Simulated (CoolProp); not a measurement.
Vapour-liquid equilibrium of diethyl ether (1) + ethanol (2) at 377 K; x and y are mole fractions of (1).

Computed with CoolProp (multi-fluid Helmholtz-energy mixture model, Thol 2014 and Schroeder 2014; pair parameters Bell 2016).

```tsv
x	bubble pressure (MPa)	y at the bubble point	dew pressure at overall composition x (MPa)	liquid density (mol/L)
0.05	0.3061	0.196	0.2667	14.84
0.2	0.4311	0.494	0.3073	13.30
0.35	0.5198	0.632	0.3613	11.98
0.5	0.5831	0.718	0.4347	10.84
0.65	0.6320	0.789	0.5331	9.873
0.8	0.6728	0.865	0.6385	9.045
0.95	0.7056	0.961	0.7030	8.346
```

No azeotrope shows between x = 0.05 and 0.95.

The pair parameters rest on a limited set of measurements; away from them the model extrapolates.
